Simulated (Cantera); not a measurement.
Feed: 1 mol SiCl4, 0.35 mol HCl, 55 mol H2, held at 6.40 mbar.

These are equilibrium values from Cantera (NASA tables, ideal gas, pure condensed phases), not measurements of a reactor. Candidate condensed phases: Si; 19 gas species. The numbers say what is thermodynamically allowed, not how fast it happens.

Over these rows the condensed part is Si(s). Partial pressures as log10 of bar:

```
T (K)  1000/T (1/K)  log p SiCl4  log p H2  log p HCl
-----  ------------  -----------  --------  ---------
1250         0.8000        -5.62     -2.22      -3.45
1300         0.7692            ?     -2.22      -3.45
1350         0.7407        -6.47     -2.22      -3.45
1400         0.7143        -6.86     -2.22      -3.45
1450         0.6897        -7.23     -2.22      -3.45
1500         0.6667        -7.57     -2.22      -3.46
```

Q: Fit log p(SiCl4) = a + b·(1000/T) to the five rows, give the apparent enthalpy, and predict the row at 1300 K.

A: Means: 1000/T = 0.7223, log p = -6.750. Sxy = 0.155073, Sxx = 0.0105940, so b = 14.64 and a = -6.750 − (14.64)×0.7223 = -17.32.
Apparent enthalpy: −19.145 × (14.64) = -280 kJ/mol. With the condensed phases at unit activity, Si(s) + 4 HCl(g) = SiCl4(g) + 2 H2(g) links this pressure to the main gases: over the six rows their terms move log p by -0.04 in all, so the slope is close to that reaction's ΔH°. The five rows lie within 0.01 of the line.
Prediction at 1300 K: -17.32 + (14.64)×0.7692 = -6.06. The computed value is -6.05, 0.01 from the line.
